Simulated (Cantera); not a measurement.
A closed system holds: 1 mol SiC, 0.62 mol H2O, 24 mol H2, equilibrated at 1800 K and 750 Torr.

These are equilibrium values from Cantera (NASA tables, ideal gas, pure condensed phases), not measurements of a reactor. Candidate condensed phases: C, C6H6, C7H8, C8H18, H2O, Si, SiC, SiO2; 123 gas species. Kinetics and transport are ignored.

Base state: H2 0.975, SiO 0.0123, CO 0.0122, H 0.000354, CH4 5.44e-5, H2O 4.57e-5 (mole fractions); condensed: SiC(s).

Q: What changes in the equilibrium state with this change: temperature from 1800 K to 1050 K?

A: 
| species | before | after |
|---|---|---|
| H2 | 0.975 | 0.987 |
| CH4 | 5.44e-5 | 0.0128 |
| CO | 0.0122 | 7.77e-8 |
| SiO | 0.0123 | <1e-9 |
| H | 0.000354 | 8.06e-9 |
| H2O | 4.57e-5 | 6.10e-8 |
| SiC(s), mol | 0.690 | 0.690 |
| SiO2(β-quartz), mol | 0 | 0.310 |
Mutual solubility and eutectic melting of coexisting phases are not modelled.
